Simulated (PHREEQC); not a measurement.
## Alkaline etch or developer: speciation

Dissolve 0.094 mol/kgw TMAH, 0.2 mol/kgw NaAlO2 and 0.00013 mol/kgw (CH3)4NCl at 25 °C. Closed to the air; pH follows from the charge balance.

All values are PHREEQC results (ion-association model, wateq4f.dat), not measurements.

Each row changes one thing in this solution. Precipitation was switched off in this run.

| case | pH | ionic strength (mol/kgw) |
|---|---|---|
| as made | 12.81 | 0.294 |
| (CH3)4NCl left out | 12.81 | 0.294 |
| temperature from 25 to 45 °C | 12.21 | 0.294 |
| temperature from 25 to 85 °C | 11.31 | 0.294 |
| NaAlO2 from 0.2 to 0.02 mol/kgw | 12.85 | 0.114 |
| diluted 2-fold with water | 12.54 | 0.147 |
| NaAlO2 left out | 12.86 | 0.0941 |

Some of these states are supersaturated (in Gibbsite (slow to form), Boehmite (slow to form), for instance). (CH3)4N+ isn't in the database: it is added as a free cation with an ion size of 4 Å. Away from 25 °C the constants follow the database's enthalpies or fits; those with neither stay at their 25 °C values.
